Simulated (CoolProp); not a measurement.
A single-stage vapour-compression cycle with the fluid: evaporating at 256.15 K (dew point), condensing at 326.15 K (bubble point), superheat 2 K, subcooling 8 K, compressor efficiency 0.65, no pressure losses. The same conditions are run with several fluids, on thermodynamics alone (safety and materials aside).

The numbers come from the reference Helmholtz-energy equation of state of each fluid (R123: Younglove 1994; R1336mzz(E): Akasaka 2023; vinyl chloride: Thol 2022; R143a: Lemmon and Jacobsen 2000; trans-2-butene: Lemmon 2005; propylene: Lemmon 2013) in CoolProp.

Problem. Rank R123, R1336mzz(E), vinyl chloride, R143a, trans-2-butene, propylene by cooling COP, highest first.

Solution. vinyl chloride (1.94), R123 (1.91), trans-2-butene (1.89), propylene (1.70), R1336mzz(E) (1.67), R143a (1.53)

| fluid | pressure ratio | discharge temperature (K) | refrigerating effect (kJ/kg) | volumetric capacity (kJ/m³) |
|---|---|---|---|---|
| R123 | 16.5 | 359.8 | 127 | 129 |
| R1336mzz(E) | 14.4 | 333.9 | 90.8 | 232 |
| vinyl chloride | 9.47 | 413.0 | 265 | 705 |
| R143a | 7.02 | 356.2 | 107 | 1650 |
| trans-2-butene | 10.8 | 359.1 | 282 | 367 |
| propylene | 6.45 | 367.7 | 245 | 1770 |
